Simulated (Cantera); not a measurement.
Input: 1 mol PbO, 1900 mol H2, 0.034 mol H2O, at 1.33 mbar.

Cantera equilibrium calculation (NASA polynomials, part measured and part estimated; ideal gas, pure solids and liquids). Candidate condensed phases: H2O, Pb, PbO, PbO2, Pb3O4; 12 gas species. Equilibrium is a limit: real reactors are often held back by kinetics, nucleation or transport.

At 798 K, list the 3 most abundant gas species with their mole fractions, and the condensed phases.

H2 0.999, H2O 0.000544, Pb 4.30e-5. Condensed: Pb(l).
